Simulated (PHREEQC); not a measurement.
Consider water at 52 °C with 2 mmol/kgw HF, 100 mmol/kgw (NH4)2SiF6 and 0.16 mmol/kgw H3PO4. Closed to the air; pH follows from the charge balance.

Model: ion-association model, phreeqc.dat, run in PHREEQC.

This is a speciation only: nothing precipitates in the calculation.

**Question.** What pH, ionic strength does the model give?

**Answer.** pH 2.99; ionic strength 0.300 mol/kgw.

**Question.** In which forms is P present?

**Answer.** H2PO4- 88 %, H3PO4 12 % of the P.

Saturation is exceeded, for instance for Quartz (slow to form), Chalcedony (slow to form); the values hold only as long as no solid forms. Away from 25 °C the constants follow the database's enthalpies or fits; those with neither stay at their 25 °C values. SiF6-2 is the database's only silicon fluoride.
